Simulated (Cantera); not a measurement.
Input: 1 mol BN, 0.49 mol O2, equilibrated at 0.180 Torr.

These are equilibrium values from Cantera (NASA tables, ideal gas, pure condensed phases), not measurements of a reactor. Candidate condensed phases: B, BN, B2O3; 17 gas species. Mutual solubility and eutectic melting of coexisting phases are not modelled. Rates play no part.

**Question.** Which condensed phases are stable at each of these points (T (K)): 1075, 1150, 1225, 1300, 1375, 1450, 1525, 1600, 1675, 1750, 1825?

**Answer.** 
```json
[
 {"T (K)": "1075", "condensed phases": "BN(s) + B2O3(l)", "B condensed (%)": "100.0"},
 {"T (K)": "1150", "condensed phases": "BN(s) + B2O3(l)", "B condensed (%)": "100.0"},
 {"T (K)": "1225", "condensed phases": "BN(s) + B2O3(l)", "B condensed (%)": "100.0"},
 {"T (K)": "1300", "condensed phases": "BN(s) + B2O3(l)", "B condensed (%)": "99.9"},
 {"T (K)": "1375", "condensed phases": "BN(s) + B2O3(l)", "B condensed (%)": "99.6"},
 {"T (K)": "1450", "condensed phases": "BN(s) + B2O3(l)", "B condensed (%)": "97.7"},
 {"T (K)": "1525", "condensed phases": "BN(s) + B2O3(l)", "B condensed (%)": "86.0"},
 {"T (K)": "1600", "condensed phases": "BN(s)", "B condensed (%)": "27.9"},
 {"T (K)": "1675", "condensed phases": "BN(s)", "B condensed (%)": "20.5"},
 {"T (K)": "1750", "condensed phases": "BN(s)", "B condensed (%)": "11.8"},
 {"T (K)": "1825", "condensed phases": "BN(s)", "B condensed (%)": "5.7"}
]
```

From 1075 K to 1525 K the condensed part is BN(s) + B2O3(l). From 1600 K to 1825 K the condensed part is BN(s).
